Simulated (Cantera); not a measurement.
**Adiabatic ignition**

An adiabatic, constant-pressure homogeneous reactor starts with 8.51 % CO, 0.851 % H2, 2.30 % CH4, 18.6 % O2, 69.8 % N2, at 1325 K and 1000000 Pa.

Model: GRI-Mech 3.0 (53 species, 325 reactions), integrated in Cantera.

```json
[
 {"t (s)": "6.00e-6", "T (K)": "1325", "x CO": "0.0851", "x H2": "0.00851", "x CH4": "0.0230", "x NO": "<1e-12", "x CO2": "6.33e-7", "x C2H2": "<1e-12"},
 {"t (s)": "1.68e-5", "T (K)": "1325", "x CO": "0.0851", "x H2": "0.00851", "x CH4": "0.0230", "x NO": "<1e-12", "x CO2": "3.89e-6", "x C2H2": "<1e-12"},
 {"t (s)": "4.72e-5", "T (K)": "1327", "x CO": "0.0850", "x H2": "0.00844", "x CH4": "0.0228", "x NO": "1.41e-12", "x CO2": "9.91e-5", "x C2H2": "2.21e-10"},
 {"t (s)": "0.000132", "T (K)": "2403", "x CO": "0.00873", "x H2": "0.000566", "x CH4": "<1e-12", "x NO": "8.57e-5", "x CO2": "0.104", "x C2H2": "<1e-12"},
 {"t (s)": "0.000372", "T (K)": "2457", "x CO": "0.00328", "x H2": "0.000268", "x CH4": "<1e-12", "x NO": "0.000576", "x CO2": "0.110", "x C2H2": "<1e-12"},
 {"t (s)": "0.00104", "T (K)": "2455", "x CO": "0.00325", "x H2": "0.000266", "x CH4": "<1e-12", "x NO": "0.00183", "x CO2": "0.110", "x C2H2": "<1e-12"},
 {"t (s)": "0.00292", "T (K)": "2450", "x CO": "0.00318", "x H2": "0.000261", "x CH4": "<1e-12", "x NO": "0.00477", "x CO2": "0.110", "x C2H2": "<1e-12"},
 {"t (s)": "0.00821", "T (K)": "2441", "x CO": "0.00307", "x H2": "0.000253", "x CH4": "<1e-12", "x NO": "0.00957", "x CO2": "0.110", "x C2H2": "<1e-12"},
 {"t (s)": "0.0230", "T (K)": "2435", "x CO": "0.00300", "x H2": "0.000248", "x CH4": "<1e-12", "x NO": "0.0126", "x CO2": "0.110", "x C2H2": "<1e-12"},
 {"t (s)": "0.0646", "T (K)": "2434", "x CO": "0.00299", "x H2": "0.000248", "x CH4": "<1e-12", "x NO": "0.0129", "x CO2": "0.110", "x C2H2": "<1e-12"},
 {"t (s)": "0.181", "T (K)": "2434", "x CO": "0.00299", "x H2": "0.000248", "x CH4": "<1e-12", "x NO": "0.0129", "x CO2": "0.110", "x C2H2": "<1e-12"},
 {"t (s)": "0.508", "T (K)": "2434", "x CO": "0.00299", "x H2": "0.000248", "x CH4": "<1e-12", "x NO": "0.0129", "x CO2": "0.110", "x C2H2": "<1e-12"},
 {"t (s)": "1.43", "T (K)": "2434", "x CO": "0.00299", "x H2": "0.000248", "x CH4": "<1e-12", "x NO": "0.0129", "x CO2": "0.110", "x C2H2": "<1e-12"},
 {"t (s)": "4.00", "T (K)": "2434", "x CO": "0.00299", "x H2": "0.000248", "x CH4": "<1e-12", "x NO": "0.0129", "x CO2": "0.110", "x C2H2": "<1e-12"}
]
```
x: mole fraction; the columns are a selection and need not sum to one.

| Property | Value |
|---|---|
| time of steepest temperature rise | 0.110 ms |
| temperature at 4.00 s | 2434 K |
| equilibrium temperature | 2434 K |
| x(CO) at 4.00 s | 0.00299 (gas-phase equilibrium 0.00299) |
| x(H2) at 4.00 s | 0.000248 (gas-phase equilibrium 0.000248) |
| x(CH4) at 4.00 s | <1e-12 (gas-phase equilibrium <1e-12) |
